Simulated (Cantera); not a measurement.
A perfectly stirred reactor is fed with H₂ : O₂ : N₂ = 1.7 : 1 : 10 (molar parts), equivalence ratio 0.85, at 0.188 atm; it is held at 900 K, and followed from long to short residence time.

Model: the H2/O2 subset of GRI-Mech 3.0, which has no nitrogen chemistry, integrated in Cantera. Below about 950 K walls govern HO2 and H2O2 in real vessels. The temperature is held fixed by assumption; the heat of reaction is taken as removed at once.

**Question.** What does this change do: temperature 900 to 975 K?

**Answer.** 
```json
[
 {"quantity": "x(H₂) at τ = 1.40 s", "before": "0.00292", "after": "0.000969"},
 {"quantity": "x(O₂) at τ = 1.40 s", "before": "0.0141", "after": "0.0131"},
 {"quantity": "x(HO₂) at τ = 1.40 s", "before": "4.83e-6", "after": "3.37e-6"},
 {"quantity": "x(H₂O) at τ = 1.40 s", "before": "0.140", "after": "0.142"},
 {"quantity": "x(H) at τ = 1.40 s", "before": "3.97e-5", "after": "5.36e-5"},
 {"quantity": "x(H₂) at τ = 63.0 ms", "before": "0.0125", "after": "0.00563"},
 {"quantity": "x(O₂) at τ = 63.0 ms", "before": "0.0189", "after": "0.0155"},
 {"quantity": "x(HO₂) at τ = 63.0 ms", "before": "6.90e-6", "after": "4.76e-6"},
 {"quantity": "x(H₂O) at τ = 63.0 ms", "before": "0.130", "after": "0.137"},
 {"quantity": "x(H) at τ = 63.0 ms", "before": "0.000624", "after": "0.000956"}
]
```

**Question.** What does this change do: temperature 900 to 1400 K?

**Answer.** 
```json
[
 {"quantity": "x(H₂) at τ = 1.40 s", "before": "0.00292", "after": "0.000667"},
 {"quantity": "x(O₂) at τ = 1.40 s", "before": "0.0141", "after": "0.0128"},
 {"quantity": "x(HO₂) at τ = 1.40 s", "before": "4.83e-6", "after": "9.04e-7"},
 {"quantity": "x(H₂O) at τ = 1.40 s", "before": "0.140", "after": "0.142"},
 {"quantity": "x(H) at τ = 1.40 s", "before": "3.97e-5", "after": "0.000134"},
 {"quantity": "x(H₂) at τ = 63.0 ms", "before": "0.0125", "after": "0.00423"},
 {"quantity": "x(O₂) at τ = 63.0 ms", "before": "0.0189", "after": "0.0145"},
 {"quantity": "x(HO₂) at τ = 63.0 ms", "before": "6.90e-6", "after": "1.79e-6"},
 {"quantity": "x(H₂O) at τ = 63.0 ms", "before": "0.130", "after": "0.137"},
 {"quantity": "x(H) at τ = 63.0 ms", "before": "0.000624", "after": "0.00237"}
]
```
